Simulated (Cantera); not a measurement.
Charge: 1 mol SiHCl3, 0.17 mol C2H4, 970 mol H2, 0.072 mol C2H2, equilibrated at 1330 Pa.

These are equilibrium values from Cantera (NASA tables, ideal gas, pure condensed phases), not measurements of a reactor. Candidate condensed phases: C, C6H6, C7H8, C8H18, Si, SiC; 109 gas species. The numbers say what is thermodynamically allowed, not how fast it happens. All values below are at 2223 K.

Base state: H2 0.942, H 0.0538, HCl 0.00288, Si 0.000926, C2H2 (acetylene) 0.000230, Cl 0.000119, SiH 4.39e-5 (mole fractions); condensed: gas only.

Task: What changes in the equilibrium state with this change: pressure from 1330 Pa to 133 Pa?

Result: 
| species | before | after |
|---|---|---|
| H2 | 0.942 | 0.836 |
| H | 0.0538 | 0.160 |
| HCl | 0.00288 | 0.00249 |
| Si | 0.000926 | 0.000920 |
| SiH | 4.39e-5 | 1.30e-5 |
| Cl | 0.000119 | 0.000346 |
| C2H2 (acetylene) | 0.000230 | 0.000217 |
